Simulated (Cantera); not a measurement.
**Ammonia decomposition in nitride growth gas**

An isothermal, constant-pressure homogeneous reactor starts with NH3 : N2 = 1 : 21 (molar parts), at 1448 K and 100.0 Torr.

Model: the gas-phase N/H chemistry of the illustrative SiF4/NH3 mechanism in the Surface Chemkin manual (1991), integrated in Cantera. Walls and surfaces, which speed up NH3 decomposition in real reactors, are not modelled.

```json
[
 {"t (s)": "5.00e-6", "x NH3": "0.0455", "x N": "<1e-12", "x N2H4": "<1e-12", "x NH": "<1e-12", "x H": "6.87e-11"},
 {"t (s)": "3.24e-5", "x NH3": "0.0455", "x N": "<1e-12", "x N2H4": "<1e-12", "x NH": "<1e-12", "x H": "2.95e-10"},
 {"t (s)": "0.000210", "x NH3": "0.0455", "x N": "<1e-12", "x N2H4": "<1e-12", "x NH": "<1e-12", "x H": "4.46e-10"},
 {"t (s)": "0.00136", "x NH3": "0.0455", "x N": "<1e-12", "x N2H4": "<1e-12", "x NH": "<1e-12", "x H": "4.46e-10"},
 {"t (s)": "0.00879", "x NH3": "0.0455", "x N": "<1e-12", "x N2H4": "2.22e-12", "x NH": "3.25e-11", "x H": "4.49e-10"},
 {"t (s)": "0.0569", "x NH3": "0.0455", "x N": "<1e-12", "x N2H4": "9.54e-11", "x NH": "1.89e-9", "x H": "5.81e-10"},
 {"t (s)": "0.368", "x NH3": "0.0454", "x N": "3.53e-11", "x N2H4": "3.61e-9", "x NH": "2.82e-8", "x H": "9.52e-9"},
 {"t (s)": "2.39", "x NH3": "0.0447", "x N": "1.13e-9", "x N2H4": "6.48e-9", "x NH": "7.36e-8", "x H": "1.69e-7"},
 {"t (s)": "15.4", "x NH3": "0.0410", "x N": "5.25e-9", "x N2H4": "3.33e-9", "x NH": "9.06e-8", "x H": "7.47e-7"},
 {"t (s)": "100", "x NH3": "0.0290", "x N": "5.79e-9", "x N2H4": "1.23e-9", "x NH": "6.26e-8", "x H": "2.35e-6"}
]
```
x: mole fraction; the columns are a selection and need not sum to one.

Equilibrium at this temperature and pressure: NH3 1.54e-7, N <1e-12, N2H4 <1e-12, NH <1e-12, H 6.49e-6 (gas phase only).
